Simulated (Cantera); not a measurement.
Formation from one mole of Cl2

Standard-state values (1 bar) from the NASA 1993 polynomials, evaluated with Cantera. Values are per mole of reaction as written; species without (g) are pure solids or liquids, kept so even where they would boil at 1 bar.

Sr + Cl2(g) ⇌ SrCl2

| T (K) | ΔH° (kJ) | ΔS° (J/K) | ΔG° (kJ) | log10 K |
|---|---|---|---|---|
| 300 | -828.8 | -163.2 | -779.9 | 135.79 |
| 350 | -828.1 | -160.8 | -771.8 | 115.18 |
| 360 | -827.9 | -160.4 | -770.2 | 111.75 |
| 370 | -827.8 | -160.0 | -768.6 | 108.50 |
| 380 | -827.6 | -159.6 | -767.0 | 105.43 |
| 390 | -827.5 | -159.2 | -765.4 | 102.51 |
| 400 | -827.3 | -158.8 | -763.8 | 99.74 |
| 410 | -827.2 | -158.4 | -762.2 | 97.10 |
| 420 | -827.0 | -158.0 | -760.6 | 94.60 |
| 430 | -826.8 | -157.6 | -759.0 | 92.20 |
| 440 | -826.7 | -157.3 | -757.5 | 89.92 |
| 450 | -826.5 | -156.9 | -755.9 | 87.74 |

0.6667 Al + Cl2(g) ⇌ 0.6667 AlCl3

```csv
T (K),ΔH° (kJ),ΔS° (J/K),ΔG° (kJ),log10 K
300,-470.4,-169.0,-419.7,73.07
350,-469.8,-167.3,-411.3,61.38
360,-469.7,-166.9,-409.6,59.43
370,-469.6,-166.6,-408.0,57.59
380,-469.4,-166.2,-406.3,55.85
390,-469.3,-165.8,-404.6,54.19
400,-469.2,-165.5,-403.0,52.62
410,-469.0,-165.1,-401.3,51.13
420,-468.9,-164.8,-399.7,49.71
430,-468.7,-164.4,-398.0,48.35
440,-468.6,-164.1,-396.4,47.06
450,-468.4,-163.7,-394.7,45.82
```

0.6667 Al + Cl2(g) ⇌ 0.6667 AlCl3(g)

```csv
T (K),ΔH° (kJ),ΔS° (J/K),ΔG° (kJ),log10 K
300,-389.7,-32.3,-380.0,66.17
350,-389.8,-32.6,-378.4,56.48
360,-389.9,-32.7,-378.1,54.86
370,-389.9,-32.7,-377.8,53.33
380,-389.9,-32.8,-377.4,51.88
390,-389.9,-32.8,-377.1,50.51
400,-389.9,-32.9,-376.8,49.20
410,-390.0,-32.9,-376.5,47.96
420,-390.0,-33.0,-376.1,46.78
430,-390.0,-33.0,-375.8,45.65
440,-390.0,-33.0,-375.5,44.57
450,-390.0,-33.1,-375.1,43.54
```

0.6667 Fe + Cl2(g) ⇌ 0.3333 Fe2Cl6(g)

```csv
T (K),ΔH° (kJ),ΔS° (J/K),ΔG° (kJ),log10 K
300,-218.1,-62.3,-199.4,34.72
350,-217.8,-61.2,-196.3,29.30
360,-217.7,-61.0,-195.7,28.40
370,-217.6,-60.9,-195.1,27.55
380,-217.6,-60.7,-194.5,26.74
390,-217.5,-60.6,-193.9,25.97
400,-217.5,-60.4,-193.3,25.24
410,-217.4,-60.3,-192.7,24.55
420,-217.4,-60.2,-192.1,23.89
430,-217.3,-60.1,-191.5,23.26
440,-217.3,-59.9,-190.9,22.66
450,-217.2,-59.8,-190.3,22.09
```
